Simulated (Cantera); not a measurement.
Feed: 1 mol Si, 0.08 mol N2O, 16 mol N2, held at 13300 Pa.

These are equilibrium values from Cantera (NASA tables, ideal gas, pure condensed phases), not measurements of a reactor. Candidate condensed phases: Si, SiO2, Si2N2O, Si3N4; 16 gas species. Equilibrium is a limit: real reactors are often held back by kinetics, nucleation or transport.

Task: At 1925 K, list the 3 most abundant gas species with their mole fractions, and the condensed phases.

Result: N2 0.995, SiO 0.00515, Si 7.61e-5. Condensed: Si3N4(s).
